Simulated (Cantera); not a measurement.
Mixture: 8.54 % CH₄, 0.547 % H₂, 17.9 % O₂, 67.3 % N₂, 5.72 % H₂O, equivalence ratio 0.97, at 593 Torr, adiabatic and at constant volume. Ignition delay is the time to a rise of 400 K.

Computed with Cantera and GRI-Mech 3.0 (53 species, 325 reactions). Below about 1000 K GRI-Mech 3.0 lacks low-temperature oxidation paths. Below about 950 K walls govern HO2 and H2O2 in real vessels.

Task: Predict: delay at 875 K; delay at 1075 K; delay at 1275 K; delay at 1475 K; delay at 1675 K; apparent activation energy between 1575 and 1775 K.

Result: 
```
Property                                                 Value
--------------------------------------------------  ----------
delay at 875 K                                          2.10 s
delay at 1075 K                                        0.135 s
delay at 1275 K                                        12.1 ms
delay at 1475 K                                        1.38 ms
delay at 1675 K                                       0.261 ms
apparent activation energy between 1575 and 1775 K  170 kJ/mol
```
